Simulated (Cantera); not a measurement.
Ignition delay

Mixture: 15.8 % CH4, 2.06 % H2, 17.3 % O2, 64.8 % N2, equivalence ratio 1.9, at 2.17 atm, adiabatic and at constant volume. Ignition delay is the time to a rise of 400 K.

Model: GRI-Mech 3.0 (53 species, 325 reactions), integrated in Cantera. Below about 1000 K GRI-Mech 3.0 lacks low-temperature oxidation paths. Below about 950 K walls govern HO2 and H2O2 in real vessels.

```tsv
T0 (K)	delay (ms)
925	176
975	77.6
1025	44.8
1075	27.9
1125	17.4
1175	10.7
1225	6.52
1275	3.94
1325	2.38
1375	1.45
```

apparent activation energy between 1275 and 1375 K: 150 kJ/mol
